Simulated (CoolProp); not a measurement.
R227EA along the isobar 0.942 MPa: density (kg/m³) from the reference equation and from simpler models built on Tc = 374.9 K, pc = 2.925 MPa, ω = 0.358; each cubic takes its own stable root.

Computed with CoolProp (reference Helmholtz-energy equation of state, Lemmon 2016).

```csv
T (K),phase,reference
255.3,liquid,1553
272.1,liquid,1494
288.9,liquid,1430
305.7,liquid,1358
322.5,liquid,1275
339.3,gas,69.62
356.1,gas,63.55
372.9,gas,58.87
389.7,gas,55.08
406.5,gas,51.88
```

How far does each simpler model (Redlich-Kwong, Soave-Redlich-Kwong, Peng-Robinson) lie from the reference over these 10 states: mean and median of the absolute difference, and the worst?


- Redlich-Kwong: mean 15.6 %, median 7.5 %, worst -94.2 % at 322.5 K and 0.942 MPa
- Soave-Redlich-Kwong: mean 4.9 %, median 4.4 %, worst -12.1 % at 322.5 K and 0.942 MPa
- Peng-Robinson: mean 1.8 %, median 1.2 %, worst +3.9 % at 255.3 K and 0.942 MPa

At some of these states Redlich-Kwong gives the other phase, because its saturation line lies elsewhere.
